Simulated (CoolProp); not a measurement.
A Linde-Hampson liquefier for dry air: isothermal reversible compression at 250 K from 1 atm to 10 MPa, throttling to 1 atm, return gas leaving the recuperator 5 K below the feed. Each further row changes one setting.

Computed with CoolProp (reference Helmholtz-energy equation of state, Lemmon 2000). It is a pseudo-pure fit of the blend.

```tsv
case	liquid yield per pass	compression work (kJ/kg of gas)
as stated	0.068	324
high pressure 20 MPa	0.126	371
warm-end temperature 280 K	0.046	366
warm-end gap 10 K	0.055	324
```
